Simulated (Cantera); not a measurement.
An adiabatic, constant-pressure homogeneous reactor starts with CH4 : O2 : N2 = 1 : 5.71 : 50.3 (molar parts), at 1648 K and 100000 Pa.

Computed with Cantera and GRI-Mech 3.0 (53 species, 325 reactions).

One state of this run: T (K) = 2025; x CH4 = <1e-12; x O2 = 0.0644; x CH2CO = <1e-12; x CH2O = <1e-12; x HO2 = 7.58e-7; x C2H = <1e-12. x: mole fraction; the columns are a selection and need not sum to one.

Task: Which value of t (s) does it belong to?
A. 0.000115
B. 0.000438
C. 3.04e-5
D. 0.347

Result: D, 0.347
